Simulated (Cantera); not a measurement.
An adiabatic, constant-volume homogeneous reactor starts with 3.51 % CH4, 0.808 % CO, 20.1 % O2, 75.6 % N2, at 1150 K and 2300000 Pa.

Cantera simulation using GRI-Mech 3.0 (53 species, 325 reactions); the numbers are that mechanism's predictions, not measurements. The pressure lies above the range GRI-Mech 3.0 was tuned for (to about 10 atm).

One state of this run: T (K) = 2166; P (bar) = 43.2; x CH4 = <1e-12; x CO = 9.03e-5; x O2 = 0.122; x NO2 = 5.86e-5; x C2H6 = <1e-12. x: mole fraction; the columns are a selection and need not sum to one.

Which value of t (s) does it belong to?
A. 0.000749
B. 0.000229
C. 3.00
D. 7.00e-5

C, 3.00
